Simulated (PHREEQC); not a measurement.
Make-up at 25 °C: 0.044 mol/kgw HCl, 9.2e-05 mol/kgw Li2SO4 and 0.0053 mol/kgw Na2SO4. Closed to the air; pH follows from the charge balance.

The numbers come from PHREEQC with the ion-association model, wateq4f.dat.

This is a speciation only: nothing precipitates in the calculation.

**Question.** Order these S species by the share of S that they hold, largest first: HSO4-, SO4-2, NaSO4-.

**Answer.** HSO4- (65 %), SO4-2 (35 %), NaSO4- (0.83 %)

The pH is 1.46 and the ionic strength 0.0531 mol/kgw.
